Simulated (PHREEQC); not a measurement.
1 kg of water holding 0.034 mol NaCl, 0.62 mol KCl and 0.015 mol MgCl2 is evaporated at 15 °C; the solids stay in contact with the brine. The system is closed to CO2. Only these solids could form: Bischofite, Brucite, Carnallite, Halite, Sylvite, MgCl2_4H2O.

The numbers come from PHREEQC with the Pitzer model, pitzer.dat.

**Question.** Predict ionic strength at water left (kg) = 1, 0.8219, 0.375, 0.1407.

**Answer.** 
```json
[
 {"water left (kg)": "1", "ionic strength": "0.699"},
 {"water left (kg)": "0.8219", "ionic strength": "0.850"},
 {"water left (kg)": "0.375", "ionic strength": "1.86"},
 {"water left (kg)": "0.1407", "ionic strength": "4.60"}
]
```
